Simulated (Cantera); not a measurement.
Cantera with NASA thermochemical tables; ideal gases at 1 bar, condensed phases pure. Values are per mole of reaction as written; species without (g) are pure solids or liquids, kept so even where they would boil at 1 bar.

Nb + O₂(g) ⇌ NbO₂

| T (K) | ΔH° (kJ) | ΔS° (J/K) | ΔG° (kJ) | log10 K | condensed phases |
|---|---|---|---|---|---|
| 1423 | -771.7 | -160.4 | -543.4 | 19.95 | Nb(s), NbO₂(s) |
| 1623 | -768.5 | -158.3 | -511.5 | 16.46 | Nb(s), NbO₂(s) |
| 1823 | ___ | ___ | ___ | ___ | Nb(s), NbO₂(s) |
| 2023 | ___ | ___ | ___ | ___ | Nb(s), NbO₂(s) |
| 2223 | -668.4 | -111.8 | -420.0 | 9.87 | Nb(s), NbO₂(l) |

What belongs in the gaps?


- 1823, ΔH° (kJ): -765.6
- 1823, ΔS° (J/K): -156.6
- 1823, ΔG° (kJ): -480.1
- 1823, log10 K: 13.76
- 2023, ΔH° (kJ): -763.1
- 2023, ΔS° (J/K): -155.3
- 2023, ΔG° (kJ): -448.9
- 2023, log10 K: 11.59
